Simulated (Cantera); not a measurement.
**Al(CH3)3 + O2 + N2 (aluminium nitride and oxide growth)**

Input: 1 mol Al(CH3)3, 17 mol O2, 50 mol N2, equilibrated at 1600 K and 17.0 mbar.

Equilibrium computed with Cantera from the NASA thermochemical tables; the gas is ideal and each condensed phase is pure. Candidate condensed phases: Al, AlN, Al2O3, C, C6H6, C7H8, C8H18, H2O; 148 gas species. The feed counts by its element totals alone. Rates play no part.

```yaml
x(N2): 0.729
x(O2): 0.160
x(H2O): 0.0655
x(CO2): 0.0438
x(NO): 0.00162
x(OH): 0.000370
x(O): 4.44e-5
x(CO): 1.68e-5
x(H2): 8.34e-6
n(Al2O3(s)): 0.500 mol
gas_amount: 68.51 mol
log10 activity of C(graphite) (absent): -13.50
log10 activity of Al(l) (absent): -17.07
```
